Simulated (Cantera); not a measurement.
Feed: 1 mol CCl4, 0.14 mol CH4, 2.3 mol H2, at 2248.15 K and 0.550 bar.

These are equilibrium values from Cantera (NASA tables, ideal gas, pure condensed phases), not measurements of a reactor. Candidate condensed phases: C, C6H6, C7H8, C8H18; 91 gas species. Rates play no part.

Base state: HCl 0.848, H2 0.132, Cl 0.0168, H 0.00360, C2H2 (acetylene) 0.000436, Cl2 5.24e-5, C2HCl 2.04e-5 (mole fractions); condensed: C(graphite).

**Question.** What changes in the equilibrium state with this change: CCl4 replaced by CH3F?

**Answer.** 
```tsv
species	before	after
H2	0.132	0.771
HF	0	0.217
H	0.00360	0.00871
HCl	0.848	0
Cl	0.0168	0
Cl2	5.24e-5	0
C2HCl	2.04e-5	0
CH4	2.26e-6	7.77e-5
C(graphite), mol	1.14	1.12
```

**Question.** What changes in the equilibrium state with this change: temperature from 2248.15 K to 2298 K?

**Answer.** 
```csv
species,before,after
HCl,0.848,0.840
H2,0.132,0.133
Cl,0.0168,0.0214
C2HCl,2.04e-5,2.89e-5
H,0.00360,0.00471
C2H2 (acetylene),0.000436,0.000568
"C(graphite), mol",1.14,1.13
```

**Question.** What changes in the equilibrium state with this change: temperature from 2248.15 K to 898 K?

**Answer.** 
| species | before | after |
|---|---|---|
| HCl | 0.848 | 0.876 |
| H2 | 0.132 | 0.122 |
| CH4 | 2.26e-6 | 0.00261 |
| Cl | 0.0168 | <1e-9 |
| H | 0.00360 | <1e-9 |
| C2H2 (acetylene) | 0.000436 | <1e-9 |
| Cl2 | 5.24e-5 | <1e-9 |
| C2HCl | 2.04e-5 | <1e-9 |
| C(graphite), mol | 1.14 | 1.13 |
